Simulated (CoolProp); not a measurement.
Vapour-liquid equilibrium of R22 (1) + acetone (2) at 255.2 K; x and y are mole fractions of (1).

Computed with CoolProp (multi-fluid Helmholtz-energy mixture model, Kamei 1995 and Lemmon 2006; pair parameters Bell 2016).

```tsv
x	bubble pressure (MPa)	y at the bubble point	dew pressure at overall composition x (MPa)	liquid density (mol/L)
0.05	0.01476	0.783	0.003491	14.40
0.15	0.02909	0.897	0.003898	14.57
0.25	0.04048	0.932	0.004412	14.75
0.35	0.05363	0.954	0.005081	14.93
0.45	0.07123	0.971	0.005990	15.12
0.55	0.09536	0.984	0.007293	15.30
0.65	0.1273	0.992	0.009318	15.45
0.75	0.1666	0.997	0.01289	15.57
0.85	0.2096	0.999	0.02081	15.63
0.95	0.2493	1.000	0.05052	15.58
```

No azeotrope shows between x = 0.05 and 0.95.

Pair parameters are fitted to limited data, so mixtures are less certain than the pure fluids.
